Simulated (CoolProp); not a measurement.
Computed with CoolProp (reference Helmholtz-energy equation of state, Akasaka 2022).

**Question.** For R1233zd(E), give the phase and the Z, cp (kJ/(kg K)), fugacity coefficient at 450 K and 8.14 bar; 450 K and 13.1 bar; 450 K and 89.6 bar.

**Answer.** 
- 450 K and 8.14 bar: gas; Z 0.922, cp 1.02, fugacity coefficient 0.927
- 450 K and 13.1 bar: gas; Z 0.871, cp 1.06, fugacity coefficient 0.883
- 450 K and 89.6 bar: supercritical; Z 0.368, cp 1.54, fugacity coefficient 0.370
